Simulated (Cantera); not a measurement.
Feed: 1 mol Si3N4, 0.01 mol O2, 72 mol N2, at 1998.15 K and 10.0 mbar.

These are equilibrium values from Cantera (NASA tables, ideal gas, pure condensed phases), not measurements of a reactor. Candidate condensed phases: Si, SiO2, Si2N2O, Si3N4; 16 gas species. The tables' values for SiN are old estimates; treat these amounts as uncertain. Equilibrium is a limit: real reactors are often held back by kinetics, nucleation or transport.

### Question
What is the equilibrium state?

### Answer
| Property | Value |
|---|---|
| x(N2) | 0.995 |
| x(Si) | 0.00426 |
| x(SiO) | 0.000269 |
| x(Si2N) | 0.000146 |
| x(SiN) | 0.000111 |
| x(Si2) | 4.40e-5 |
| x(Si3) | 9.44e-6 |
| n(Si(l)) | 2.62 mol |
| gas amount | 74.35 mol |
